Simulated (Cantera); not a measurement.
**Ignition delay**

Mixture: 10.2 % CH4, 1.12 % H2, 18.7 % O2, 70.1 % N2, at 2700 Torr, adiabatic and at constant pressure. Ignition delay is the time to a rise of 400 K.

Model: GRI-Mech 3.0 (53 species, 325 reactions), integrated in Cantera.

```
T0 (K)  delay (ms)
------  ----------
1023          27.8
1098          12.5
1173          6.15
1248          3.00
1323          1.45
1398         0.708
1473         0.355
1548         0.185
1623         0.101
1698        0.0586
```

| Quantity | Value |
|---|---|
| apparent activation energy between 1548 and 1698 K | 170 kJ/mol |
